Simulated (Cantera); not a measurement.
Charge: 1 mol BCl₃, 38 mol N₂, 9.7 mol H₂, at 1000 °C and 78000 Pa.

Cantera equilibrium calculation (NASA polynomials, part measured and part estimated; ideal gas, pure solids and liquids). Candidate condensed phases: B, BN, NH₄Cl; 21 gas species. N₂ is the only nitrogen source here; it is nearly inert below about 1500 K, so the nitride shown seldom forms there in practice. The numbers say what is thermodynamically allowed, not how fast it happens.

**Question.** What is the equilibrium state?

**Answer.** 
```
Property                             Value
-------------------------------  ---------
x(N₂)                                0.770
x(H₂)                                0.168
x(HCl)                              0.0616
x(NH₃)                             6.55e-6
n(BN(s))                         1.000 mol
gas amount                       48.70 mol
log10 activity of B(s) (absent)      -5.57
```
